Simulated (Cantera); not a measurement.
## Premixed flame

A freely propagating, adiabatic, planar premixed flame of 13.4 % CH3OH, 18.2 % O2, 68.5 % N2, equivalence ratio 1.1, unburnt at 700 K and 4.93 atm; mixture-averaged transport, grid criteria slope 0.08 and curve 0.16, no radiation.

Computed with Cantera and GRI-Mech 3.0 (53 species, 325 reactions). GRI-Mech 3.0 was tuned for natural gas; its chemistry of methanol as a main component is partial and can be far from experiment. Burning velocities carry a grid error of a few per cent, more on coarse grids.

| z (mm) | T (K) | u (m/s) | x CH3OH | x O2 | x NO | x H2O2 | x H | x HCN |
|---|---|---|---|---|---|---|---|---|
| -0.179 | 700 | 1.45 | 0.133 | 0.181 | <1e-8 | 7.24e-7 | <1e-8 | <1e-8 |
| -0.119 | 703 | 1.47 | 0.133 | 0.180 | <1e-8 | 6.79e-6 | <1e-8 | <1e-8 |
| -0.0896 | 711 | 1.49 | 0.132 | 0.179 | <1e-8 | 2.79e-5 | <1e-8 | <1e-8 |
| -0.0597 | 760 | 1.61 | 0.127 | 0.173 | 3.83e-8 | 0.000155 | <1e-8 | <1e-8 |
| -0.0299 | 1039 | 2.28 | 0.0996 | 0.144 | 3.90e-7 | 0.000908 | 7.06e-7 | 4.50e-8 |
| -0.0149 | 1389 | 3.14 | 0.0569 | 0.109 | 1.33e-6 | 0.00136 | 6.77e-5 | 1.15e-7 |
| 0 | 1796 | 4.20 | 0.00808 | 0.0669 | 3.47e-6 | 0.000128 | 0.00179 | 2.51e-7 |
| 0.0149 | 1972 | 4.63 | 7.44e-5 | 0.0401 | 6.37e-6 | 2.10e-6 | 0.00609 | 2.99e-7 |
| 0.0299 | 2055 | 4.79 | 2.39e-7 | 0.0260 | 9.71e-6 | 1.21e-6 | 0.00786 | 1.70e-7 |
| 0.0597 | 2160 | 4.99 | <1e-8 | 0.0163 | 1.60e-5 | 8.75e-7 | 0.00735 | 3.87e-8 |
| 0.119 | 2270 | 5.21 | <1e-8 | 0.0109 | 2.61e-5 | 6.04e-7 | 0.00518 | <1e-8 |
| 0.239 | 2360 | 5.38 | <1e-8 | 0.00708 | 4.06e-5 | 4.14e-7 | 0.00316 | <1e-8 |
| 0.478 | 2423 | 5.50 | <1e-8 | 0.00437 | 6.09e-5 | 2.80e-7 | 0.00194 | <1e-8 |
x: mole fraction of selected species; z is measured from the peak of heat release.

The laminar burning velocity is 145 cm/s and the thermal thickness comes out as 0.0597 mm. The peak x(H2O2) is 0.00138, the peak x(H) is 0.00798 and the peak x(HCN) comes out as 3.17e-7. The grid points comes out as 142.
